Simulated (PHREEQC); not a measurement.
# Brine (model solution)

A solution holds 0.95 mol/kgw MgSO4, 0.14 mol/kgw H3BO3 and 0.082 mol/kgw KBr, at 20 °C. Closed to the air; pH follows from the charge balance.

Model: Pitzer model, pitzer.dat, run in PHREEQC.

Each row changes one thing in this solution. This is a speciation only: nothing precipitates in the calculation.

```
case                                pH  HSO4- (mol/kgw)  MgOH+ (mol/kgw)  SI of Epsomite (MgSO4:7H2O)  SI of Hexahydrite (MgSO4:6H2O)
--------------------------------  ----  ---------------  ---------------  ---------------------------  ------------------------------
as made                           4.73          5.13e-5          1.62e-8                        -0.70                           -1.02
diluted 100-fold with water       6.08          3.30e-7          6.04e-9                        -2.89                           -3.22
KBr from 0.082 to 0.0082 mol/kgw  4.73              ___          1.57e-8                        -0.70                           -1.02
H3BO3 left out                    6.56          7.74e-7          1.07e-6                        -0.70                           -1.02
temperature from 20 to 15 °C      4.70          4.69e-5          9.86e-9                        -0.65                           -1.02
MgSO4 from 0.95 to 0.475 mol/kgw  4.86          3.87e-5          1.01e-8                          ___                           -1.32
```

Question: Complete the blanks.

Answer: 
- KBr from 0.082 to 0.0082 mol/kgw, HSO4- (mol/kgw): 5.17e-5
- MgSO4 from 0.95 to 0.475 mol/kgw, SI of Epsomite (MgSO4:7H2O): -1.00

Complexes and solids missing from the database can't appear. In brines, pH and single-ion activities rest on the MacInnes convention.
